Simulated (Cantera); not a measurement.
A jet of CH4 : O2 : N2 = 0.052 : 0.072 : 0.79 (molar parts), equivalence ratio 1.4 at 300 K and 5000 Pa hits a platinum plate 4.1 cm away at a mass flux of 0.2 kg/m²/s; the plate temperature is set and raised in steps from an oxygen-covered start.

Computed with Cantera and Deutschmann's 1995 Pt surface mechanism with GRI-Mech 3.0 gas chemistry. Catalytic surfaces can have several steady states; this one follows from the mechanism file's or the stated starting coverage.

x: mole fraction at the wall; θ: surface coverage.

```
plate T (K)  wall x CH4  wall x O2  wall x H2O  wall x OH  wall x CO  wall x CO2  θ free Pt     θ O*     θ OH*    θ CO*  θ C*
-----------  ----------  ---------  ----------  ---------  ---------  ----------  ---------  -------  --------  -------  ----
850              0.0495     0.0628      0.0141      <1e-8    1.58e-5     0.00915      0.204    0.795  0.000902  3.16e-5   [?]
900              0.0421     0.0472      0.0278    3.46e-8    2.05e-5      0.0182      0.299    0.700   0.00115  3.14e-5   [?]
950              0.0128    0.00599      0.0804      <1e-8     0.0402     0.00692      0.813  2.25e-5   1.61e-5    0.181   [?]
1000             0.0112    0.00535      0.0817      <1e-8     0.0442     0.00427      0.887  1.24e-5   1.02e-5    0.104   [?]
1050             0.0103    0.00505      0.0810      <1e-8     0.0448     0.00459      0.938  1.37e-5   9.14e-6   0.0561   [?]
1100            0.00994    0.00498      0.0796    1.12e-8     0.0439     0.00607      0.967  1.98e-5   9.48e-6   0.0297   [?]
1150            0.00985    0.00505      0.0777    3.00e-8     0.0422     0.00814      0.982  3.03e-5   1.01e-5   0.0159   [?]
1200            0.00990    0.00518      0.0756    7.51e-8     0.0400      0.0106      0.990  4.59e-5   1.08e-5  0.00866   [?]
```

Problem. Some entries are withheld; supply them.

Solution. 
- 850, θ C*: 8.09e-8
- 900, θ C*: 1.12e-7
- 950, θ C*: 0.00661
- 1000, θ C*: 0.00834
- 1050, θ C*: 0.00542
- 1100, θ C*: 0.00272
- 1150, θ C*: 0.00132
- 1200, θ C*: 0.000670
